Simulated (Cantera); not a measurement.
## Equilibrium for halide evaporation, hydrolysis and transport: PbCl₂ + H₂ + N₂

Input: 1 mol PbCl₂, 0.43 mol H₂, 4.2 mol N₂, equilibrated at 1227 °C and 1.33 mbar.

These are equilibrium values from Cantera (NASA tables, ideal gas, pure condensed phases), not measurements of a reactor. Candidate condensed phases: NH₄Cl, Pb, PbCl₂; 17 gas species. The tables' values for PbCl₄ are old estimates; treat these amounts as uncertain. Rates play no part.

```
Property                              Value
--------------------------------  ---------
x(N₂)                                 0.691
x(HCl)                                0.141
x(PbCl)                              0.0959
x(PbCl₂)                             0.0447
x(Pb)                                0.0240
x(Cl)                               0.00293
x(H₂)                              0.000349
x(PbCl₄)                            4.99e-5
x(H)                                9.01e-6
gas amount                        6.076 mol
log10 activity of Pb(l) (absent)      -2.88
```
